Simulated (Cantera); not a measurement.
What does this Cantera script print?

```python
import numpy as np
import cantera as ct

gas_names = [...]  # 151 gases of nasa_gas.yaml made of C, H, N, O, Si
cond_names = """
    C(gr) C6H6(L) C7H8(L) C8H18(L),n-octa H2O(s) H2O(L) Si(cr) Si(L) SiC(b) SiO2(Lqz) SiO2(hqz) SiO2(L)
    Si2N2O(s) Si3N4(a)
""".split()


# ... load() reads the species with a 1 bar reference pressure and builds the phases ...
atoms = {
    'Si3N4': {'Si': 3, 'N': 4},
    'CO2': {'C': 1, 'O': 2},
    'H2': {'H': 2},
}
top_T = {'C(gr)': 4500, 'SiC(b)': 3050, 'Si2N2O(s)': 2100, 'Si3N4(a)': 2400}  # K; cautious upper limits of use, not melting points


# ... equilibrate(T, P, feed) seeds the gas with the atoms and calls Mixture.equilibrate('TP', solver="vcs", rtol=1e-11, max_steps=5000) ...
results = []
feed = {'Si3N4': 1, 'CO2': 1.4, 'H2': 860}  # mol
P = 133.322  # Pa
for T in [900, 1000, 1100, 1200, 1300, 1400, 1500, 1600, 1700, 1800, 1900, 2000, 2100]:
    mix = equilibrate(T, P, feed)
    results.append((T, P, feed, dict(zip(mix.species_names, mix.species_moles))))

top = {s: max(r[3][s] / sum(r[3][g] for g in gas_names) for r in results) for s in gas_names}
cols = sorted((s for s in top if top[s] > 0.001), key=lambda s: -top[s])[:9]
seen = [c for c in cond_names if any(r[3].get(c, 0) > 1e-12 for r in results)]
print("log10 of partial pressures in bar; condensed amounts in mol")
print(f"{'T/K':>10s}" + "".join(f"{s[:9]:>10s}" for s in cols + seen))
for T, P, feed, n in results:
    ng = sum(n[g] for g in gas_names)
    print(f"{T:10.4g}" + "".join(f"{np.log10(max(n[s] / ng * P / 1e5, 1e-99)):10.3f}" for s in cols)
          + "".join(f"{n.get(c, 0):10.4g}" for c in seen))
```

Result:

```
log10 of partial pressures in bar; condensed amounts in mol
       T/K        H2         H       SiO        N2        Si        CO     C(gr)    SiC(b) SiO2(hqz) Si2N2O(s)
       900    -2.876   -11.370   -15.475    -5.880   -26.696    -6.416    0.7953         0     0.701      1.15
      1000    -2.876   -10.082   -12.534    -6.112   -21.949    -5.697         0         0         0       1.5
      1100    -2.876    -9.025   -10.555    -6.112   -17.840    -5.697   0.05861         0         0       1.5
      1200    -2.876    -8.143    -8.845    -6.088   -14.513    -5.687         0   0.05695         0     1.471
      1300    -2.876    -7.394    -7.090    -6.057   -12.027    -5.692         0   0.08301         0     1.432
      1400    -2.877    -6.751    -5.823    -5.739    -9.960    -5.808         0    0.3906         0     0.818
      1500    -2.878    -6.193    -5.470    -5.511    -8.480    -6.033         0    0.7981         0         0
      1600    -2.878    -5.704    -5.472    -5.512    -7.444    -6.025         0    0.7852         0         0
      1700    -2.879    -5.271    -5.490    -5.513    -6.562    -5.971         0    0.6983         0         0
      1800    -2.882    -4.887    -5.572    -5.515    -5.879    -5.792         0    0.3207         0         0
      1900    -2.888    -4.544    -5.665    -5.518    -5.639    -5.678         0         0         0         0
      2000    -2.898    -4.238    -5.674    -5.522    -5.632    -5.678         0         0         0         0
      2100    -2.915    -3.964    -5.684    -5.530    -5.637    -5.685         0         0         0         0
```

Equilibrium computed with Cantera from the NASA thermochemical tables; the gas is ideal and each condensed phase is pure. Mutual solubility and eutectic melting of coexisting phases are not modelled. Gases not in the tables: Si2H6 and higher silanes.
